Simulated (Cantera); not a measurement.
Charge: 1 mol TEOS, 1.2 mol N₂O, 160 mol N₂, held at 1652 °C.

These are equilibrium values from Cantera (NASA tables, ideal gas, pure condensed phases), not measurements of a reactor. Candidate condensed phases: C, C₆H₆, C₇H₈, C₈H₁₈, H₂O, Si, SiC, SiO₂, Si₂N₂O, Si₃N₄; 151 gas species. The feed counts by its element totals alone. The tables' values for SiN are old estimates; treat these amounts as uncertain. Kinetics and transport are ignored.

log p: log10 of the partial pressure in bar; n: condensed amount in mol.

```
P (Pa)  log p N₂  log p H₂  log p CO  log p H  log p Si  n C(graphite)  n SiC(s)
------  --------  --------  --------  -------  --------  -------------  --------
5          -4.35     -5.69     -5.84    -5.86     -6.58           2.35         0
26         -3.63     -4.90     -5.12    -5.47     -6.15           1.94     0.432
140        -2.90     -4.14     -4.39    -5.09     -6.15           1.52     0.861
710        -2.19     -3.42     -3.68    -4.73     -6.15           1.44     0.940
3700         [?]       [?]       [?]      [?]     -6.15           1.43     0.956
19000        [?]       [?]       [?]      [?]     -6.15           1.42     0.959
100000     -0.04     -1.26     -1.53    -3.65     -6.15           1.42     0.960
```

What belongs in the gaps?


- 19000, log p N₂: -0.76
- 19000, log p H₂: -1.98
- 19000, log p CO: -2.26
- 19000, log p H: -4.01
- 3700, log p N₂: -1.47
- 3700, log p H₂: -2.69
- 3700, log p CO: -2.97
- 3700, log p H: -4.37
